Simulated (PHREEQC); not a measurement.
A solution holds 0.0055 mol H2S and 0.0043 mol NaHCO3 per kg of water, at 25 °C. Closed to the air; pH follows from the charge balance.

The numbers come from PHREEQC with the ion-association model, wateq4f.dat.

```csv
quantity,before,after
pH,6.54,8.26
ionic strength (mol/kgw),0.00430,0.00433
HCO3- (mol/kgw),0.00266,0.00420
CO2 (mol/kgw),0.00163,4.85e-5
NaHCO3 (mol/kgw),5.59e-6,8.79e-6
CO3-2 (mol/kgw),5.26e-7,4.39e-5
SI of Nahcolite (NaHCO3),-4.45,-4.26
SI of Natron (Na2CO3:10H2O),-9.88,-7.96
```

Which change was made?
A) NaHCO3 from 0.0043 to 0.0215 mol/kgw
B) NaHCO3 from 0.0043 to 0.00473 mol/kgw
C) NaHCO3 from 0.0043 to 0.00043 mol/kgw
D) diluted 5-fold with water
E) H2S left out

E, H2S left out

No solid was allowed to form.
